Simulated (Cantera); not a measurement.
What does this Cantera script print?

```python
import numpy as np
import cantera as ct

gas_names = [...]  # 116 gases of nasa_gas.yaml made of C, H, Mg, O
cond_names = """
    C(gr) C6H6(L) C7H8(L) C8H18(L),n-octa H2O(s) H2O(L) Mg(cr) Mg(L) MgCO3(s) MgO(s) MgO(L) MgO2H2(s)
""".split()


# ... load() reads the species with a 1 bar reference pressure and builds the phases ...
atoms = {
    'MgO': {'Mg': 1, 'O': 1},
    'CH4': {'C': 1, 'H': 4},
    'CO': {'C': 1, 'O': 1},
}
top_T = {'C(gr)': 4500}  # K; cautious upper limits of use, not melting points


# ... equilibrate(T, P, feed) seeds the gas with the atoms and calls Mixture.equilibrate('TP', solver="vcs", rtol=1e-11, max_steps=5000) ...
results = []
feed = {'MgO': 1, 'CH4': 5.2, 'CO': 1.3}  # mol
P = 37  # Pa
for T in [1223, 1423, 1623, 1823, 2023, 2223, 2423, 2623]:
    mix = equilibrate(T, P, feed)
    results.append((T, P, feed, dict(zip(mix.species_names, mix.species_moles))))
    x = sorted(zip(gas.X, gas.species_names), reverse=True)
    print(f"T = {T:g} K  P = {P:g} Pa  gas = {mix.phase_moles(0):.4g} mol")
    print("   x: " + "  ".join(f"{s} {v:.3e}" for v, s in x if v > 0.0001))
    print("   condensed (mol): " + ("  ".join(f"{mix.phase(i).name} {mix.phase_moles(i):.4g}"
          for i in range(1, mix.n_phases) if mix.phase_moles(i) > 1e-12) or "none"))
```

It prints:

```
T = 1223 K  P = 37 Pa  gas = 11.71 mol
   x: H2 8.880e-01  CO 1.115e-01  Mg 4.735e-04
   condensed (mol): C(gr) 5.194  MgO(s) 0.9945
T = 1423 K  P = 37 Pa  gas = 13.7 mol
   x: H2 7.589e-01  CO 1.679e-01  Mg 7.297e-02  H 3.008e-04
   condensed (mol): C(gr) 4.2
T = 1623 K  P = 37 Pa  gas = 13.72 mol
   x: H2 7.563e-01  CO 1.676e-01  Mg 7.286e-02  H 3.125e-03
   condensed (mol): C(gr) 4.199
T = 1823 K  P = 37 Pa  gas = 13.83 mol
   x: H2 7.419e-01  CO 1.663e-01  Mg 7.227e-02  H 1.940e-02  C2H2,acetylene 1.568e-04
   condensed (mol): C(gr) 4.196
T = 2023 K  P = 37 Pa  gas = 14.28 mol
   x: H2 6.866e-01  CO 1.610e-01  H 8.181e-02  Mg 6.999e-02  C2H2,acetylene 6.133e-04
   condensed (mol): C(gr) 4.182
T = 2223 K  P = 37 Pa  gas = 15.61 mol
   x: H2 5.419e-01  H 2.452e-01  CO 1.473e-01  Mg 6.403e-02  C2H2,acetylene 1.573e-03
   condensed (mol): C(gr) 4.149
T = 2423 K  P = 37 Pa  gas = 18.41 mol
   x: H 5.107e-01  H2 3.069e-01  CO 1.249e-01  Mg 5.429e-02  C2H2,acetylene 2.375e-03  C3 3.898e-04  C2H 2.397e-04  C 1.509e-04
   condensed (mol): C(gr) 4.077
T = 2623 K  P = 37 Pa  gas = 21.9 mol
   x: H 7.251e-01  H2 1.097e-01  CO 1.050e-01  Mg 4.565e-02  C3 8.300e-03  C 2.252e-03  C2H2,acetylene 1.944e-03  C2H 1.182e-03  C2 7.829e-04
   condensed (mol): C(gr) 3.427
```

Equilibrium computed with Cantera from the NASA thermochemical tables; the gas is ideal and each condensed phase is pure. The tables' values for MgH are old estimates; treat these amounts as uncertain.
